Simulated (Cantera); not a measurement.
An adiabatic, constant-volume homogeneous reactor starts with 10.0 % CH4, 20.0 % O2, 69.9 % N2, equivalence ratio 1.0, at 1250 K and 7.60 bar.

Model: GRI-Mech 3.0 (53 species, 325 reactions), integrated in Cantera. Above 3000 K some thermodynamic fits are extrapolated.

Problem. Predict: time of steepest temperature rise; temperature at 3.00 s; equilibrium temperature; x(O2) at 3.00 s; x(H2O) at 3.00 s; x(CH2O) at 3.00 s; x(HO2) at 3.00 s.

Solution. 
```
Property                                                            Result
---------------------------------  ---------------------------------------
time of steepest temperature rise                                  3.09 ms
temperature at 3.00 s                                               3031 K
equilibrium temperature                                             3031 K
x(O2) at 3.00 s                      0.0157 (gas-phase equilibrium 0.0157)
x(H2O) at 3.00 s                       0.166 (gas-phase equilibrium 0.166)
x(CH2O) at 3.00 s                  4.60e-9 (gas-phase equilibrium 4.60e-9)
x(HO2) at 3.00 s                   1.72e-5 (gas-phase equilibrium 1.72e-5)
```
